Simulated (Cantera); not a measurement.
Input: 1 mol Si3N4, 0.7 mol N2O, 560 mol N2, equilibrated at 10000 Pa.

Equilibrium computed with Cantera from the NASA thermochemical tables; the gas is ideal and each condensed phase is pure. Candidate condensed phases: Si, SiO2, Si2N2O, Si3N4; 16 gas species. Mutual solubility and eutectic melting of coexisting phases are not modelled. The tables' values for SiN are old estimates; treat these amounts as uncertain. The numbers say what is thermodynamically allowed, not how fast it happens.

x: gas mole fraction; n: condensed amount in mol.

| T (°C) | x N2 | x Si | x SiO | x SiN | x Si2N | x Si2 | x Si3 | n Si2N2O(s) | n Si3N4(s) | n Si(l) |
|---|---|---|---|---|---|---|---|---|---|---|
| 800 | 1.00 | <1e-12 | <1e-12 | <1e-12 | <1e-12 | <1e-12 | <1e-12 | 0.700 | 0.533 | 0 |
| 1000 | 1.00 | <1e-12 | 1.70e-10 | <1e-12 | <1e-12 | <1e-12 | <1e-12 | 0.700 | 0.533 | 0 |
| 1200 | 1.00 | ___ | ___ | 1.06e-10 | <1e-12 | <1e-12 | <1e-12 | 0.700 | 0.533 | 0 |
| 1400 | 1.000 | 1.93e-7 | 7.99e-5 | 4.05e-8 | 3.38e-9 | 3.44e-11 | <1e-12 | 0.655 | 0.548 | 0 |
| 1600 | 0.999 | 3.74e-5 | 0.00125 | 4.26e-6 | 2.69e-6 | 1.19e-7 | 1.15e-8 | 0 | 0.758 | 0 |
| 1800 | 0.998 | ___ | 0.00124 | 6.93e-5 | 8.52e-5 | ___ | ___ | 0 | 0 | ___ |
| 2000 | 0.995 | 0.00365 | 0.00124 | 0.000169 | 8.79e-5 | 3.34e-5 | 3.15e-6 | 0 | 0 | 0 |

Q: Some entries are withheld; supply them.

A: 
- 1800, x Si: 0.000997
- 1800, x Si2: 1.22e-5
- 1800, x Si3: 2.53e-6
- 1800, n Si(l): 1.58
- 1200, x Si: 2.32e-10
- 1200, x SiO: 2.89e-7
